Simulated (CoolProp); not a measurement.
Aqueous sodium chloride as a coolant, at 3 °C, 1 atm.

Computed with CoolProp (Melinder's fits for secondary coolants).

```json
[
 {"mass %": "1.1", "freezing point (°C)": "-0.7", "density (kg/m³)": "1008", "Prandtl number": "12.0", "cp (kJ/(kg K))": "4.135", "viscosity (mPa s)": "1.64"},
 {"mass %": "3.1", "freezing point (°C)": "-1.9", "density (kg/m³)": "1023", "Prandtl number": "11.9", "cp (kJ/(kg K))": "4.016", "viscosity (mPa s)": "1.68"},
 {"mass %": "5", "freezing point (°C)": "-3.1", "density (kg/m³)": "1038", "Prandtl number": "12.0", "cp (kJ/(kg K))": "3.914", "viscosity (mPa s)": "1.72"},
 {"mass %": "7", "freezing point (°C)": "-4.4", "density (kg/m³)": "1053", "Prandtl number": "12.1", "cp (kJ/(kg K))": "3.819", "viscosity (mPa s)": "1.78"},
 {"mass %": "9", "freezing point (°C)": "-5.8", "density (kg/m³)": "1068", "Prandtl number": "12.3", "cp (kJ/(kg K))": "3.733", "viscosity (mPa s)": "1.85"},
 {"mass %": "11", "freezing point (°C)": "-7.3", "density (kg/m³)": "1084", "Prandtl number": "12.6", "cp (kJ/(kg K))": "3.657", "viscosity (mPa s)": "1.93"},
 {"mass %": "12.9", "freezing point (°C)": "-8.9", "density (kg/m³)": "1099", "Prandtl number": "13.0", "cp (kJ/(kg K))": "3.591", "viscosity (mPa s)": "2.01"},
 {"mass %": "14.9", "freezing point (°C)": "-10.8", "density (kg/m³)": "1114", "Prandtl number": "13.4", "cp (kJ/(kg K))": "3.528", "viscosity (mPa s)": "2.12"},
 {"mass %": "16.9", "freezing point (°C)": "-12.8", "density (kg/m³)": "1130", "Prandtl number": "14.0", "cp (kJ/(kg K))": "3.470", "viscosity (mPa s)": "2.23"}
]
```
